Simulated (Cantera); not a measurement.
Cantera run:

```python
import numpy as np
import cantera as ct

gas_names = """
    HI Pb H2 PbI2
""".split()
cond_names = """

""".split()


# ... load() reads the species with a 1 bar reference pressure and builds the phases ...
species = {s.name: s for s in load("nasa_gas.yaml", gas_names) + load("nasa_condensed.yaml", cond_names)}
# Each term lists the table entries of one substance; the one whose range holds T is used.
reactions = {
    '2 HI(g) + Pb(g) = H2(g) + PbI2(g)':
        [(-2, ['HI']), (-1, ['Pb']), (1, ['H2']), (1, ['PbI2'])],
}


def pick(names, T):
    return next(species[n] for n in names if species[n].thermo.min_temp <= T <= species[n].thermo.max_temp)


results = []
for label, terms in reactions.items():
    print(label)
    print("     T/K   dH/kJ  dS/(J/K)   dG/kJ   log10 K")
    for T in [623, 673, 723, 773, 823, 873, 923, 973]:
        used = [(nu, pick(names, T)) for nu, names in terms]
        dH = sum(nu * s.thermo.h(T) for nu, s in used) / 1e6
        dS = sum(nu * s.thermo.s(T) for nu, s in used) / 1e3
        dG = dH - T * dS / 1e3
        logK = -dG * 1e6 / (ct.gas_constant * T * np.log(10))
        results.append((label, T, dH, dS, dG, logK, [s.name for _, s in used]))
        print(f"{T:8g} {dH:8.1f} {dS:8.1f} {dG:8.1f} {logK:8.2f}")
```

Output:

```
2 HI(g) + Pb(g) = H2(g) + PbI2(g)
     T/K   dH/kJ  dS/(J/K)   dG/kJ   log10 K
     623   -248.8    -93.0   -190.8    16.00
     673   -248.5    -92.6   -186.2    14.45
     723   -248.3    -92.3   -181.6    13.12
     773   -248.1    -92.0   -177.0    11.96
     823   -247.9    -91.8   -172.4    10.94
     873   -247.8    -91.6   -167.8    10.04
     923   -247.7    -91.5   -163.2     9.24
     973   -247.6    -91.4   -158.6     8.52
```

Cantera with NASA thermochemical tables; ideal gases at 1 bar, condensed phases pure. Condensed species are held in their standard states even where they would react or evaporate.
